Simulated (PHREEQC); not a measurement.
A solution holds 0.15 mol NaHCO3 and 0.2 mol Na2SO4 per kg of water, at 25 °C. Closed to the air; pH follows from the charge balance.

Equilibrium calculation in PHREEQC: ion-association model, phreeqc.dat.

Precipitation was switched off in this run.

Task: Order these Na species by the share of Na that they hold, largest first: NaSO4-, NaHCO3, Na+, NaCO3-.

Result: Na+ (85 %), NaSO4- (12 %), NaHCO3 (2.6 %), NaCO3- (0.36 %)

The pH is 7.75 and the ionic strength 0.607 mol/kgw.
